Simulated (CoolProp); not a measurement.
A simple Rankine cycle with water: condensing at 300.15 K, boiler at 0.0837 MPa, turbine inlet 372.9 K, turbine efficiency 0.65, pump efficiency 0.7, no recuperator. Each further row changes one setting.

Computed with CoolProp (reference Helmholtz-energy equation of state, Wagner 2002).

```csv
case,thermal efficiency (%),net work (kJ/kg),heat in (kJ/kg),turbine exit temperature (K),volume ratio over the turbine
as stated,11.3,291,2560,300.2,[?]
turbine inlet 392.9 K,[?],[?],2600,300.2,17.1
condensing temperature 292.15 K,12.6,328,2600,292.1,[?]
boiler pressure 0.0586 MPa,[?],260,[?],300.2,12.6
turbine efficiency 0.55,9.6,[?],2560,300.2,18.2
```

Some entries are withheld; supply them.


- as stated, volume ratio over the turbine: 17.8
- turbine inlet 392.9 K, thermal efficiency (%): 11.4
- turbine inlet 392.9 K, net work (kJ/kg): 297
- condensing temperature 292.15 K, volume ratio over the turbine: 27.9
- boiler pressure 0.0586 MPa, thermal efficiency (%): 10.1
- boiler pressure 0.0586 MPa, heat in (kJ/kg): 2570
- turbine efficiency 0.55, net work (kJ/kg): 246

The expansion ends wet for: as stated; turbine inlet 392.9 K; condensing temperature 292.15 K; boiler pressure 0.0586 MPa; turbine efficiency 0.55.
